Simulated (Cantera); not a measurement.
Input (Python, Cantera):

```python
import numpy as np
import cantera as ct

gas = ct.Solution("gri30.yaml")
gas.TPX = 400, 1600000, {'CH4': 1, 'C2H6': 0.22, 'O2': 3.74, 'N2': 25.1}
inlet = ct.Reservoir(gas, clone=True)
gas.equilibrate("HP")  # start burning
reactor = ct.IdealGasConstPressureReactor(gas, energy="on", clone=False)
exhaust = ct.Reservoir(gas, clone=True)
tau = [0.17, 0.084, 0.04, 0.019, 0.0093, 0.0045, 0.0021, 0.001, 0.0005, 0.00024, 0.00011, 5.5e-05, 2.6e-05][0]
for a, b in ((inlet, reactor), (reactor, exhaust)):
    ct.MassFlowController(a, b, mdot=lambda t: reactor.mass / tau)
net = ct.ReactorNet([reactor])
show = ['CH4', 'C2H6', 'O2', 'N2O', 'O', 'C2H4']

rows = []
print(f"{'tau/s':>10s}{'T/K':>9s}" + "".join(f"{s:>11s}" for s in show))
for tau in [0.17, 0.084, 0.04, 0.019, 0.0093, 0.0045, 0.0021, 0.001, 0.0005, 0.00024, 0.00011, 5.5e-05, 2.6e-05]:
    net.initial_time = 0.0
    net.advance(30 * tau)
    before = gas.X
    net.advance(40 * tau)
    drift = np.max(np.abs(gas.X - before) / (gas.X + 1e-9))
    rows.append([gas.T, *gas[show].X, drift])
    print(f"{tau:10.3e}{gas.T:9.1f}" + "".join(f"{x:11.3e}" for x in gas[show].X))
```

Result:

```
     tau/s      T/K        CH4       C2H6         O2        N2O          O       C2H4
 1.700e-01   1486.6  1.620e-05  7.295e-07  3.229e-02  5.091e-07  6.610e-07  2.880e-06
 8.400e-02   1484.7  3.027e-05  1.433e-06  3.242e-02  7.243e-07  9.657e-07  5.561e-06
 4.000e-02   1480.7  5.906e-05  2.970e-06  3.270e-02  1.053e-06  1.515e-06  1.118e-05
 1.900e-02   1472.5  1.189e-04  6.368e-06  3.327e-02  1.440e-06  2.415e-06  2.273e-05
 9.300e-03   1454.9  2.539e-04  1.440e-05  3.450e-02  1.683e-06  3.553e-06  4.740e-05
 4.500e-03   1390.7  8.709e-04  5.295e-05  3.906e-02  1.273e-06  3.458e-06  1.522e-04
 2.100e-03    400.0  3.327e-02  7.319e-03  1.244e-01  6.273e-20  4.176e-31  1.059e-16
 1.000e-03    400.0  3.327e-02  7.319e-03  1.244e-01  2.574e-20 -1.841e-31  4.344e-17
 5.000e-04    400.0  3.327e-02  7.319e-03  1.244e-01  1.839e-23 -2.714e-34  3.103e-20
 2.400e-04    400.0  3.327e-02  7.319e-03  1.244e-01  1.161e-24 -5.966e-36  1.960e-21
 1.100e-04    400.0  3.327e-02  7.319e-03  1.244e-01  7.337e-26 -6.106e-36  1.238e-22
 5.500e-05    400.0  3.327e-02  7.319e-03  1.244e-01  4.634e-27  8.612e-37  7.820e-24
 2.600e-05    400.0  3.327e-02  7.319e-03  1.244e-01  2.927e-28  1.173e-37  4.940e-25
```

Model: GRI-Mech 3.0 (53 species, 325 reactions), integrated in Cantera. The pressure lies above the range GRI-Mech 3.0 was tuned for (to about 10 atm).
